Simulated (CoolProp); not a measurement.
Values from CoolProp's reference Helmholtz-energy equation of state, Lemmon 2006. It is a short technical equation, of lower accuracy than the large ones.

Question: Give the vapour pressure (MPa), vapour density (kg/m³), liquid cp (kJ/(kg K)), vapour viscosity (µPa s) of saturated n-nonane at 143.55 °C.

Answer: 
```
T (°C)  p (MPa)  vapour density (kg/m³)  liquid cp (kJ/(kg K))  vapour viscosity (µPa s)
------  -------  ----------------------  ---------------------  ------------------------
143.55   0.0834                    3.25                   2.70                      7.45
```

Viscosity comes from a separate model (Huber 2004).
